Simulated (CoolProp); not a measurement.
Model: reference Helmholtz-energy equation of state, Thol 2016, in CoolProp.

Q: For hexamethyldisiloxane (MM), give the phase and the density (kg/m³), speed of sound (m/s), Joule-Thomson coefficient (K/MPa) at 354.9 K and 0.951 MPa; 369.1 K and 0.951 MPa.

A: 
- 354.9 K and 0.951 MPa: liquid; density 699, speed of sound 692, Joule-Thomson coefficient -0.293
- 369.1 K and 0.951 MPa: liquid; density 683, speed of sound 645, Joule-Thomson coefficient -0.253
